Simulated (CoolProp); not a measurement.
Vapour-liquid equilibrium of R143a (1) + isobutane (2) at 40.15 °C; x and y are mole fractions of (1).

Values from CoolProp's multi-fluid Helmholtz-energy mixture model, Lemmon and Jacobsen 2000 and Bücker 2006; pair parameters Bell 2016.

```json
[
 {"x": "0.05", "bubble pressure (kPa)": "703.1", "y at the bubble point": "0.243", "dew pressure at overall composition x (kPa)": "561.6", "liquid density (mol/L)": "9.158"},
 {"x": "0.15", "bubble pressure (kPa)": "967.4", "y at the bubble point": "0.462", "dew pressure at overall composition x (kPa)": "627.5", "liquid density (mol/L)": "9.198"},
 {"x": "0.25", "bubble pressure (kPa)": "1159", "y at the bubble point": "0.568", "dew pressure at overall composition x (kPa)": "709.5", "liquid density (mol/L)": "9.236"},
 {"x": "0.35", "bubble pressure (kPa)": "1304", "y at the bubble point": "0.634", "dew pressure at overall composition x (kPa)": "813.4", "liquid density (mol/L)": "9.276"},
 {"x": "0.45", "bubble pressure (kPa)": "1421", "y at the bubble point": "0.685", "dew pressure at overall composition x (kPa)": "948.0", "liquid density (mol/L)": "9.323"},
 {"x": "0.55", "bubble pressure (kPa)": "1521", "y at the bubble point": "0.730", "dew pressure at overall composition x (kPa)": "1124", "liquid density (mol/L)": "9.386"},
 {"x": "0.65", "bubble pressure (kPa)": "1611", "y at the bubble point": "0.776", "dew pressure at overall composition x (kPa)": "1341", "liquid density (mol/L)": "9.477"},
 {"x": "0.75", "bubble pressure (kPa)": "1693", "y at the bubble point": "0.827", "dew pressure at overall composition x (kPa)": "1562", "liquid density (mol/L)": "9.609"},
 {"x": "0.85", "bubble pressure (kPa)": "1764", "y at the bubble point": "0.886", "dew pressure at overall composition x (kPa)": "1724", "liquid density (mol/L)": "9.798"},
 {"x": "0.95", "bubble pressure (kPa)": "1820", "y at the bubble point": "0.957", "dew pressure at overall composition x (kPa)": "1815", "liquid density (mol/L)": "10.06"}
]
```

No azeotrope shows between x = 0.05 and 0.95.

The pair parameters rest on a limited set of measurements; away from them the model extrapolates.
